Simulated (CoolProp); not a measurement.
R123 along the isotherm 246.4 K: fugacity coefficient from the reference equation and from simpler models built on Tc = 456.8 K, pc = 3.662 MPa, ω = 0.282; each cubic takes its own stable root.

The numbers come from the reference Helmholtz-energy equation of state, Younglove 1994 in CoolProp. It is a modified Benedict-Webb-Rubin equation, recast in Helmholtz form.

| p (MPa) | phase | reference |
|---|---|---|
| 4.07 | liquid | 0.002416 |
| 8.14 | liquid | 0.001461 |
| 12.2 | liquid | 0.001177 |
| 16.3 | liquid | 0.001065 |
| 20.3 | liquid | 0.001028 |
| 24.4 | liquid | 0.001033 |
| 28.5 | liquid | 0.001067 |
| 32.5 | liquid | 0.001123 |
| 36.6 | liquid | 0.001201 |

Question: How far does each simpler model (van der Waals, Redlich-Kwong, Soave-Redlich-Kwong, Peng-Robinson) lie from the reference over these 9 states: mean and median of the absolute difference, and the worst?

Answer: 
- van der Waals: mean 3538.8 %, median 3403.9 %, worst +5373.8 % at 246.4 K and 36.6 MPa
- Redlich-Kwong: mean 205.1 %, median 205.2 %, worst +232.3 % at 246.4 K and 36.6 MPa
- Soave-Redlich-Kwong: mean 9.8 %, median 9.8 %, worst +18.0 % at 246.4 K and 36.6 MPa
- Peng-Robinson: mean 3.2 %, median 3.2 %, worst +4.8 % at 246.4 K and 4.07 MPa
